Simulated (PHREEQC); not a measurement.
Make-up at 65 °C: 0.00047 mol/kgw CaSO4, 0.025 mol/kgw Na2HPO4 and 1.1e-05 mol/kgw H4SiO4. Closed to the air; pH follows from the charge balance.

Computed with PHREEQC (ion-association model, wateq4f.dat).

No solid was allowed to form.

### Question
Order these Ca species by the share of Ca that they hold, largest first: CaPO4-, CaSO4, CaHPO4, Ca+2.

### Answer
CaPO4- (64 %), CaHPO4 (28 %), Ca+2 (7.5 %), CaSO4 (0.13 %)

### Question
Order these P species by the share of P that they hold, largest first: H2PO4-, HPO4-2, CaHPO4, CaPO4-, NaHPO4-.

### Answer
HPO4-2 (93 %), NaHPO4- (3.4 %), H2PO4- (1.6 %), CaPO4- (1.2 %), CaHPO4 (0.53 %)

The pH is 8.59 and the ionic strength 0.0730 mol/kgw. Examples of supersaturated solids here: Hydroxyapatite. Others may be too. H3PO4, which wateq4f.dat lacks, is added to it with the constant of phreeqc.dat. Constants without temperature data keep their 25 °C values here.
